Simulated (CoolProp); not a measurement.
Fluorine at 249.89 K and 1.2 MPa is throttled through a valve to 0.171 MPa with no heat exchange. Each further row changes one setting.

Values from CoolProp's reference Helmholtz-energy equation of state, de Reuck 1990.

| case | temperature change (K) | final density (kg/m³) |
|---|---|---|
| as stated | -2.8 | 3.17 |
| outlet pressure 0.0513 MPa | -3.1 | 0.950 |
| outlet pressure 0.222 MPa | -2.6 | 4.11 |
